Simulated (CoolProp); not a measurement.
Saturation properties of carbon dioxide (Tc = 304.1 K, pc = 7377 kPa, ω = 0.224).

The numbers come from the reference Helmholtz-energy equation of state, Span 1996 in CoolProp.

| T (K) | p (kPa) | vapour density (kg/m³) | surface tension (mN/m) | liquid viscosity (µPa s) | liquid conductivity (mW/(m K)) |
|---|---|---|---|---|---|
| 231.5 | 944.8 | 24.60 | 13.1 | ___ | 159 |
| 234.3 | 1048 | 27.23 | 12.4 | 189 | 155 |
| 237.2 | 1163 | ___ | 11.8 | 180 | 152 |
| 240 | 1282 | ___ | 11.2 | 172 | 148 |
| 242.8 | 1411 | 36.66 | 10.6 | 165 | 145 |
| 245.6 | 1549 | 40.30 | 9.96 | 158 | 142 |
| 248.5 | 1702 | 44.39 | 9.34 | 151 | 138 |
| 251.3 | 1860 | 48.68 | 8.76 | 144 | 135 |
| 254.1 | 2028 | 53.32 | 8.18 | 138 | 132 |
| 256.9 | 2207 | 58.35 | 7.61 | 132 | 128 |
| 259.8 | 2405 | 64.01 | 7.03 | 125 | 125 |

Q: Fill in the missing entries.

A: 
- 231.5, liquid viscosity (µPa s): 198
- 237.2, vapour density (kg/m³): 30.19
- 240, vapour density (kg/m³): 33.30

Viscosity comes from a separate model (Laesecke 2017). Thermal conductivity comes from a separate model (Huber 2016). Surface tension comes from a separate correlation (Mulero 2012).
